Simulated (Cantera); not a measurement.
Cantera run, input and output.

```python
import numpy as np
import cantera as ct

gas = ct.Solution("gri30.yaml")
gas.TPX = 1325, 660, {'N2O': 1, 'H2': 0.0028, 'N2': 3.2}
reactor = ct.IdealGasConstPressureReactor(gas, energy="off", clone=False)
net = ct.ReactorNet([reactor])
net.rtol, net.atol = 1e-08, 1e-18
show = ['N2O', 'H2', 'HO2', 'O', 'NO', 'H']
times = np.geomspace(0.0006, 2, 14)

steps = ct.SolutionArray(gas, extra=["t"])
rows = []
print(f"{'t/s':>10s}{'T/K':>9s}{'P/Pa':>11s}" + "".join(f"{s:>11s}" for s in show))
for t in times:
    while net.time < t:
        t_next = net.step()
        steps.append(gas.state, t=t_next)
    rows.append([np.interp(t, steps.t, y) for y in (steps.T, steps.P, *steps(*show).X.T)])
    print(f"{t:10.3e}{rows[-1][0]:9.1f}{rows[-1][1]:11.4g}" + "".join(f"{x:11.3e}" for x in rows[-1][2:]))
rate = np.gradient(steps.T, steps.t)
print("integrator steps:", len(steps.t))
if steps.T.max() > steps.T[0] + 200:
    print(f"time of steepest temperature rise: {steps.t[rate.argmax()]:.4e} s")
gas.TPX = 1325, 660, {'N2O': 1, 'H2': 0.0028, 'N2': 3.2}
gas.equilibrate("TP")
print(f"equilibrium (TP): T = {gas.T:.1f} K  " + "  ".join(f"{s} {gas[s].X[0]:.3e}" for s in show))
```

Output:

```
       t/s      T/K       P/Pa        N2O         H2        HO2          O         NO          H
 6.000e-04   1325.0        660  2.379e-01  6.662e-04  7.175e-11  2.184e-06  8.636e-08  1.329e-08
 1.120e-03   1325.0        660  2.379e-01  6.661e-04  4.902e-10  3.670e-06  2.811e-07  2.924e-08
 2.090e-03   1325.0        660  2.379e-01  6.659e-04  3.136e-09  5.693e-06  8.669e-07  5.682e-08
 3.901e-03   1325.0        660  2.379e-01  6.652e-04  1.807e-08  7.801e-06  2.456e-06  1.016e-07
 7.280e-03   1325.0        660  2.379e-01  6.632e-04  9.034e-08  9.152e-06  6.200e-06  1.731e-07
 1.359e-02   1325.0        660  2.378e-01  6.568e-04  3.756e-07  9.491e-06  1.389e-05  2.879e-07
 2.536e-02   1325.0        660  2.377e-01  6.381e-04  1.217e-06  9.450e-06  2.857e-05  4.592e-07
 4.732e-02   1325.0        660  2.374e-01  5.875e-04  2.654e-06  9.445e-06  5.596e-05  6.348e-07
 8.832e-02   1325.0        660  2.370e-01  4.788e-04  3.386e-06  9.574e-06  1.063e-04  6.365e-07
 1.648e-01   1325.0        660  2.361e-01  3.192e-04  2.959e-06  9.776e-06  1.983e-04  4.206e-07
 3.077e-01   1325.0        660  2.346e-01  1.639e-04  2.043e-06  9.964e-06  3.680e-04  1.927e-07
 5.742e-01   1325.0        660  2.321e-01  6.106e-05  1.116e-06  1.008e-05  6.875e-04  6.909e-08
 1.072e+00   1325.0        660  2.276e-01  1.473e-05  5.143e-07  1.015e-05  1.291e-03  2.572e-08
 2.000e+00   1325.0        660  2.195e-01  1.626e-06  2.454e-07  1.019e-05  2.400e-03  1.575e-08
integrator steps: 793
equilibrium (TP): T = 1325.0 K  N2O 2.000e-09  H2 3.035e-09  HO2 6.211e-10  O 1.110e-06  NO 3.529e-04  H 1.116e-09
```

Computed with Cantera and GRI-Mech 3.0 (53 species, 325 reactions). GRI-Mech 3.0 was tuned for natural gas; its chemistry of N2O as a main component is partial and can be far from experiment. Radical loss at walls, strong at low pressure, is not modelled. The mechanism lacks the step 2 NO + O2 → 2 NO2, which can matter for NO2 below about 1400 K. The temperature is held fixed by assumption; the heat of reaction is taken as removed at once.
